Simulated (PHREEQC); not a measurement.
PHREEQC input (Pitzer model, pitzer.dat):

```
SOLUTION 1
  temp 25
  units mol/kgw
  pH 7 charge
  Cl 0.3778
  Ca 0.13
  K 0.013
  Mg 0.0044
  Sr 0.048
END
USE solution 1
INCREMENTAL_REACTIONS false
REACTION 1
  H2O -1
  0 9.886 18.011 24.689 30.178 34.689 38.397 41.444
  43.949 46.007 47.699 49.089 50.232 51.172 51.944 52.578
  53.1 53.528 moles
EQUILIBRIUM_PHASES 1
  Bischofite 0 0
  Brucite 0 0
  Carnallite 0 0
  Portlandite 0 0
  Sylvite 0 0
  MgCl2_4H2O 0 0
SELECTED_OUTPUT 1
  -reset false
  -pH true
  -pe true
  -ionic_strength true
  -water true
  -activities H2O
  -totals Ca Cl K Mg Sr
  -molalities H+ K+ Mg+2 Ca+2 Sr+2 Cl- OH- MgOH+
  -equilibrium_phases Bischofite Brucite Carnallite Portlandite Sylvite MgCl2_4H2O
PRINT
  -reset false
END
```

Selected output (columns that matter, 9 of 18 rows; water left (kg) added in front):

```
water left (kg)	pH	mu	Ca	Cl	K	Mg	Sr	m_H+	m_K+	m_Mg+2	m_Ca+2	m_Sr+2	m_Cl-	la_H2O
1	6.8351	0.5602	0.13	0.3778	0.013	0.0044	0.048	1.8667e-07	0.013	0.0044	0.13	0.048	0.3778	-0.0038609
0.675514	6.7823	0.8293	0.19245	0.55928	0.019245	0.0065136	0.071057	2.0234e-07	0.019245	0.0065135	0.19245	0.071057	0.55928	-0.0057871
0.456313	6.7116	1.2277	0.28489	0.82794	0.028489	0.0096425	0.10519	2.2029e-07	0.028489	0.0096425	0.28489	0.10519	0.82794	-0.0087809
0.30824	6.6148	1.8174	0.42175	1.2257	0.042175	0.014275	0.15572	2.4055e-07	0.042175	0.014275	0.42175	0.15572	1.2257	-0.013585
0.208215	6.4778	2.6905	0.62436	1.8145	0.062436	0.021132	0.23053	2.6351e-07	0.062436	0.021132	0.62436	0.23053	1.8145	-0.021657
0.115613	6.1364	4.8455	1.1244	3.2678	0.11244	0.038058	0.41518	3.1134e-07	0.11244	0.038058	1.1244	0.41518	3.2678	-0.047341
0.0780853	5.7339	7.1742	1.6648	4.8383	0.16648	0.056349	0.61471	3.83e-07	0.16648	0.056348	1.6648	0.61471	4.8383	-0.085189
0.0527548	5.0621	10.619	2.4642	7.1614	0.24642	0.083405	0.90987	5.9827e-07	0.24642	0.083404	2.4642	0.90987	7.1614	-0.16109
0.0356396	3.9846	15.719	3.6476	10.601	0.36476	0.12346	1.3468	1.382e-06	0.36476	0.12346	3.6476	1.3468	10.601	-0.31689
```
